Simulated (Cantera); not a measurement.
What does this Cantera script print?

```python
import numpy as np
import cantera as ct

gas_names = """
    CL CLO CL2 Fe FeCL FeCL2 FeCL3 FeO Fe(OH)2 Fe2CL4 Fe2CL6 H HCL HOCL HO2 H2 H2O H2O2 O OH O2 O3
""".split()
cond_names = """
    Fe(a) Fe(c) Fe(d) Fe(L) FeCL2(s) FeCL2(L) FeCL3(s) FeCL3(L) FeO(s) FeO(L) Fe(OH)2(s) Fe(OH)3(s)
    Fe2O3(s) Fe3O4(s) H2O(s) H2O(L)
""".split()


# ... load() reads the species with a 1 bar reference pressure and builds the phases ...
atoms = {
    'Fe2O3': {'Fe': 2, 'O': 3},
    'Cl2': {'CL': 2},
    'O2': {'O': 2},
    'HCl': {'H': 1, 'CL': 1},
}
top_T = {'Fe2O3(s)': 1830, 'Fe3O4(s)': 1870}  # K; cautious upper limits of use, not melting points


# ... equilibrate(T, P, feed) seeds the gas with the atoms and calls Mixture.equilibrate('TP', solver="vcs", rtol=1e-11, max_steps=5000) ...
results = []
feed = {'Fe2O3': 1, 'Cl2': 0.01, 'O2': 0.21, 'HCl': 0.12}  # mol
P = 1333.22  # Pa
for T in [948, 1048, 1148, 1248, 1348, 1448, 1548]:
    mix = equilibrate(T, P, feed)
    results.append((T, P, feed, dict(zip(mix.species_names, mix.species_moles))))

top = {s: max(r[3][s] / sum(r[3][g] for g in gas_names) for r in results) for s in gas_names}
cols = sorted((s for s in top if top[s] > 1e-06), key=lambda s: -top[s])[:8]
seen = [c for c in cond_names if any(r[3].get(c, 0) > 1e-12 for r in results)]
print("log10 of partial pressures in bar; condensed amounts in mol")
print(f"{'T/K':>10s}" + "".join(f"{s[:9]:>10s}" for s in cols + seen))
for T, P, feed, n in results:
    ng = sum(n[g] for g in gas_names)
    print(f"{T:10.4g}" + "".join(f"{np.log10(max(n[s] / ng * P / 1e5, 1e-99)):10.3f}" for s in cols)
          + "".join(f"{n.get(c, 0):10.4g}" for c in seen))
```

It prints:

```
log10 of partial pressures in bar; condensed amounts in mol
       T/K        O2       HCL       CL2       H2O     FeCL2        CL     FeCL3        OH  Fe2O3(s)  Fe3O4(s)
       948    -2.090    -2.441    -3.004    -3.225    -7.069    -5.269    -5.806    -8.871         1         0
      1048    -2.089    -2.406    -3.097    -3.372    -5.818    -4.661    -5.182    -8.089    0.9999         0
      1148    -2.088    -2.387    -3.195    -3.493    -4.816    -4.169    -4.708    -7.443    0.9996         0
      1248    -2.087    -2.384    -3.348    -3.548    -4.053    -3.790    -4.424    -6.878    0.9984         0
      1348    -2.087    -2.400    -3.629    -3.486    -3.559    -3.541    -4.412    -6.341    0.9959         0
      1448    -2.087    -2.438    -4.019    -3.332    -3.286    -3.400    -4.629    -5.829    0.9929         0
      1548    -2.010    -2.663    -4.559    -3.342    -3.331    -3.377    -5.201    -5.435         0    0.6605
```

These are equilibrium values from Cantera (NASA tables, ideal gas, pure condensed phases), not measurements of a reactor.
